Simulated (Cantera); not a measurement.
Feed: 1 mol PbO, 0.86 mol C, 0.057 mol CO, held at 0.135 Torr.

Method: chemical equilibrium by Gibbs-energy minimisation in Cantera with the NASA 1993 tables (ideal gas, pure condensed phases). Candidate condensed phases: C, Pb, PbO, PbO₂, Pb₃O₄; 15 gas species. Kinetics and transport are ignored.

Q: At 1600 K, list the 4 most abundant gas species with their mole fractions, and the condensed phases.

A: Pb 0.521, CO 0.406, CO₂ 0.0728, PbO 0.000200. Condensed: gas only.
